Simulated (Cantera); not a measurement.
Feed: 1 mol Fe2O3, 0.19 mol SO3, 0.068 mol O2, 3.4 mol H2S, equilibrated at 1673.15 K and 13.0 bar.

Equilibrium computed with Cantera from the NASA thermochemical tables; the gas is ideal and each condensed phase is pure. Candidate condensed phases: Fe, FeO, Fe(OH)2, Fe(OH)3, FeS, FeSO4, FeS2, Fe2O3, Fe2(SO4)3, Fe3O4, H2O, H2SO4, S; 22 gas species. FeS: taken at fixed stoichiometry. Equilibrium is a limit: real reactors are often held back by kinetics, nucleation or transport.

Base state: H2O 0.665, SO2 0.102, H2S 0.0887, S2 0.0859, H2 0.0490, S2O 0.00466, SO 0.00214, SH 0.00195 (mole fractions); condensed: FeS(l).

Task: What changes in the equilibrium state with this change: Fe2O3 replaced by FeS?

Result: 
| species | before | after |
|---|---|---|
| H2S | 0.0887 | 0.465 |
| S2 | 0.0859 | 0.189 |
| H2 | 0.0490 | 0.173 |
| H2O | 0.665 | 0.165 |
| SO2 | 0.102 | 0.000747 |
| Fe(OH)2 | 1.36e-5 | 1.59e-7 |
| SO | 0.00214 | 0.000223 |
| S2O | 0.00466 | 0.000719 |
| FeS(l), mol | 2.00 | 1.000 |

Task: What changes in the equilibrium state with this change: temperature from 1673.15 K to 1373.15 K?

Result: 
| species | before | after |
|---|---|---|
| H2O | 0.665 | 0.683 |
| H2S | 0.0887 | 0.117 |
| SO2 | 0.102 | 0.101 |
| H2 | 0.0490 | 0.0165 |
| S2 | 0.0859 | 0.0769 |
| Fe(OH)2 | 1.36e-5 | 4.44e-7 |
| S | 2.01e-5 | 6.27e-7 |
| SO | 0.00214 | 0.000309 |
| SH | 0.00195 | 0.000333 |
| FeS(l), mol | 2.00 | 0 |
| FeS(s), mol | 0 | 2.00 |

Task: What changes in the equilibrium state with this change: temperature from 1673.15 K to 748.15 K?

Result: 
| species | before | after |
|---|---|---|
| H2O | 0.665 | 0.992 |
| H2S | 0.0887 | 0.00419 |
| SO2 | 0.102 | 0.00414 |
| S2 | 0.0859 | 6.99e-6 |
| H2 | 0.0490 | 8.69e-5 |
| Fe(OH)2 | 1.36e-5 | <1e-9 |
| SO | 0.00214 | <1e-9 |
| SH | 0.00195 | <1e-9 |
| S | 2.01e-5 | <1e-9 |
| S2O | 0.00466 | 1.14e-6 |
| FeS(l), mol | 2.00 | 0 |
| FeS2(s), mol | 0 | 1.78 |
| Fe3O4(s), mol | 0 | 0.0731 |
